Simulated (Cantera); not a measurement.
**Equilibrium for iron carbonyl, mercury and lead vapours: PbO + H₂ + N₂**

Charge: 1 mol PbO, 0.48 mol H₂, 16 mol N₂, at 5.48 Torr.

Method: chemical equilibrium by Gibbs-energy minimisation in Cantera with the NASA 1993 tables (ideal gas, pure condensed phases). Candidate condensed phases: H₂O, Pb, PbO, PbO₂, Pb₃O₄; 27 gas species. Mutual solubility and eutectic melting of coexisting phases are not modelled. Gases not in the tables: (PbO)n polymers. Rates play no part.

At 325 °C the condensed part is Pb(s) + PbO(red). At 475 °C the condensed part is Pb(l) + PbO(red). From 625 °C to 775 °C the condensed part is Pb(l) + PbO(yellow). At 925 °C the condensed part is PbO(l). From 1075 °C to 1225 °C nothing is condensed.

```csv
T (°C),x N₂,x Pb,x H₂O,x PbO,n Pb(s),n PbO(red),n Pb(l),n PbO(yellow),n PbO(l)
325,0.971,6.21e-10,0.0291,<1e-12,0.480,0.520,0,0,0
475,0.971,1.20e-6,0.0291,5.09e-10,0,0.520,0.480,0,0
625,0.971,0.000177,0.0291,9.41e-7,0,0,0.477,0.520,0
775,0.965,0.00612,0.0289,0.000191,0,0,0.378,0.517,0
925,0.935,0.0280,0.0280,0.00897,0,0,0,0,0.366
1075,0.915,0.0282,0.0274,0.0290,0,0,0,0,0
1225,0.913,0.0317,0.0274,0.0254,0,0,0,0,0
```
x: gas mole fraction; n: condensed amount in mol.
